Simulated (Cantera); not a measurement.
Feed: 1 mol Fe(CO)5, 20 mol H2, at 1.33 mbar.

Equilibrium computed with Cantera from the NASA thermochemical tables; the gas is ideal and each condensed phase is pure. Candidate condensed phases: C, C6H6, C7H8, C8H18, Fe, Fe(CO)5, FeO, Fe(OH)2, Fe(OH)3, Fe2O3, Fe3O4, H2O; 114 gas species. Rates play no part.

At 900 °C, list the 4 most abundant gas species with their mole fractions, and the condensed phases.

H2 0.800, CO 0.200, CH4 1.22e-5, H2O 1.03e-5. Condensed: Fe(α).
